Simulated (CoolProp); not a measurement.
Vapour-liquid equilibrium of CH2F2 (R32) (1) + R152A (2) at 213.1 K; x and y are mole fractions of (1).

Values from CoolProp's multi-fluid Helmholtz-energy mixture model, Tillner-Roth 1997 and Outcalt 1996; pair parameters Bell 2016.

| x | bubble pressure, mixture model (MPa) | bubble pressure, Raoult's law (MPa) | y, mixture model | y, Raoult's law |
|---|---|---|---|---|
| 0.05 | 0.01769 | 0.01745 | 0.195 | 0.186 |
| 0.2 | 0.02562 | 0.02492 | 0.527 | 0.520 |
| 0.35 | 0.03322 | 0.03239 | 0.700 | 0.700 |
| 0.5 | 0.04059 | 0.03986 | 0.807 | 0.812 |
| 0.65 | 0.04783 | 0.04734 | 0.883 | 0.889 |
| 0.8 | 0.05504 | 0.05481 | 0.940 | 0.945 |
| 0.95 | 0.06232 | 0.06228 | 0.986 | 0.988 |

The largest gap from Raoult's law is +2.8 % in bubble pressure, at x = 0.2. No azeotrope shows between x = 0.05 and 0.95.

The pair parameters rest on a limited set of measurements; away from them the model extrapolates.
